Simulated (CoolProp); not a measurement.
Values from CoolProp's reference Helmholtz-energy equation of state, Lemmon 2003. It is a pseudo-pure fit of the blend.

For R404A, give the phase and the density (kg/m³), cv (kJ/(kg K)) at 68.35 °C and 2.16 MPa.


- 68.35 °C and 2.16 MPa: gas; density 101, cv 0.944
